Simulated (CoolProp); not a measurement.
Sulfur hexafluoride at several states: Z from the reference equation and from simpler models built on Tc = 45.6 °C, pc = 37.55 bar, ω = 0.210; each cubic takes its own stable root.

Model: reference Helmholtz-energy equation of state, Guder 2009, in CoolProp.

```tsv
T (°C)	p (bar)	phase	reference
-27.15	45.5	liquid	0.1849
64.95	0.101	gas	0.9993
8.95	11.1	gas	0.8276
```

Task: How far does each simpler model (van der Waals, Redlich-Kwong, Peng-Robinson) lie from the reference over these 3 states: mean and median of the absolute difference, and the worst?

Result: 
- van der Waals: mean 18.7 %, median 4.8 %, worst +51.4 % at -27.15 °C and 45.5 bar
- Redlich-Kwong: mean 3.0 %, median 1.3 %, worst +7.7 % at -27.15 °C and 45.5 bar
- Peng-Robinson: mean 2.9 %, median 1.2 %, worst -7.5 % at -27.15 °C and 45.5 bar
